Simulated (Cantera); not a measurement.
An adiabatic, constant-volume homogeneous reactor starts with CH₄ : C₂H₆ : O₂ : N₂ : H₂O = 1 : 0.039 : 0.929 : 3.49 : 1.5 (molar parts), at 1098 K and 18800 Torr.

Model: GRI-Mech 3.0 (53 species, 325 reactions), integrated in Cantera. The pressure lies above the range GRI-Mech 3.0 was tuned for (to about 10 atm).

One state of this run: T (K) = 2071; P (bar) = 55.5; x CH₄ = 2.59e-7; x C₂H₆ = <1e-12; x O₂ = 7.33e-9; x H = 0.000153; x H₂O₂ = 3.72e-10; x NO = 2.30e-7; x CH₃ = 4.04e-9. x: mole fraction; the columns are a selection and need not sum to one.

### Question
Which value of t (s) does it belong to?
(A) 0.00298
(B) 2.47e-5
(C) 0.0728
(D) 1.11e-5

### Answer
C, 0.0728
